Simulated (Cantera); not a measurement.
Feed: 1 mol trisilylamine, 4.5 mol N₂, at 32.0 mbar.

These are equilibrium values from Cantera (NASA tables, ideal gas, pure condensed phases), not measurements of a reactor. Candidate condensed phases: Si, Si₃N₄; 18 gas species. The feed counts by its element totals alone. The tables' values for SiN are old estimates; treat these amounts as uncertain. Gases not in the tables: Si₂H₆ and higher silanes. Rates play no part.

log p: log10 of the partial pressure in bar; n: condensed amount in mol.

```json
[
 {"T (K)": "798", "log p H₂": "-1.72", "log p N₂": "-1.89", "log p H": "-12.43", "log p Si": "<-13", "log p SiH": "<-13", "log p Si₂N": "<-13", "log p SiN": "<-13", "n Si₃N₄(s)": "1.00", "n Si(l)": "0"},
 {"T (K)": "948", "log p H₂": "-1.72", "log p N₂": "-1.89", "log p H": "-10.14", "log p Si": "<-13", "log p SiH": "<-13", "log p Si₂N": "<-13", "log p SiN": "<-13", "n Si₃N₄(s)": "1.00", "n Si(l)": "0"},
 {"T (K)": "1098", "log p H₂": "-1.72", "log p N₂": "-1.89", "log p H": "…", "log p Si": "<-13", "log p SiH": "<-13", "log p Si₂N": "<-13", "log p SiN": "<-13", "n Si₃N₄(s)": "1.00", "n Si(l)": "0"},
 {"T (K)": "1248", "log p H₂": "-1.72", "log p N₂": "-1.89", "log p H": "-7.19", "log p Si": "<-13", "log p SiH": "<-13", "log p Si₂N": "<-13", "log p SiN": "<-13", "n Si₃N₄(s)": "1.00", "n Si(l)": "0"},
 {"T (K)": "1398", "log p H₂": "-1.72", "log p N₂": "-1.89", "log p H": "-6.18", "log p Si": "-11.35", "log p SiH": "-11.51", "log p Si₂N": "<-13", "log p SiN": "-11.99", "n Si₃N₄(s)": "1.00", "n Si(l)": "0"},
 {"T (K)": "1548", "log p H₂": "-1.72", "log p N₂": "-1.89", "log p H": "-5.37", "log p Si": "-8.85", "log p SiH": "-9.29", "log p Si₂N": "-10.93", "log p SiN": "-9.78", "n Si₃N₄(s)": "1.00", "n Si(l)": "0"},
 {"T (K)": "1698", "log p H₂": "-1.72", "log p N₂": "-1.89", "log p H": "-4.70", "log p Si": "-6.80", "log p SiH": "-7.47", "log p Si₂N": "-8.33", "log p SiN": "-7.96", "n Si₃N₄(s)": "1.000", "n Si(l)": "0"},
 {"T (K)": "1848", "log p H₂": "-1.82", "log p N₂": "-1.77", "log p H": "-4.19", "log p Si": "-5.20", "log p SiH": "-6.11", "log p Si₂N": "-6.32", "log p SiN": "-6.50", "n Si₃N₄(s)": "0", "n Si(l)": "3.00"},
 {"T (K)": "1998", "log p H₂": "-1.82", "log p N₂": "-1.78", "log p H": "…", "log p Si": "…", "log p SiH": "…", "log p Si₂N": "…", "log p SiN": "-5.84", "n Si₃N₄(s)": "0", "n Si(l)": "2.98"},
 {"T (K)": "2148", "log p H₂": "-1.83", "log p N₂": "-1.78", "log p H": "-3.30", "log p Si": "-3.66", "log p SiH": "-4.88", "log p Si₂N": "-5.21", "log p SiN": "-5.27", "n Si₃N₄(s)": "0", "n Si(l)": "2.92"}
]
```

Task: Some entries are withheld; supply them.

Result: 
- 1998, log p H: -3.71
- 1998, log p Si: -4.37
- 1998, log p SiH: -5.45
- 1998, log p Si₂N: -5.72
- 1098, log p H: -8.47
